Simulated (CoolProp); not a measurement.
Model: reference Helmholtz-energy equation of state, Younglove 1994, in CoolProp. It is a modified Benedict-Webb-Rubin equation, recast in Helmholtz form.

Question: For R123, give the phase and the density (kg/m³), expansivity (1/kK) at 320.7 K and 5.79 MPa; 320.7 K and 18.3 MPa.

Answer: 
- 320.7 K and 5.79 MPa: liquid; density 1420, expansivity 1.77
- 320.7 K and 18.3 MPa: liquid; density 1460, expansivity 1.50
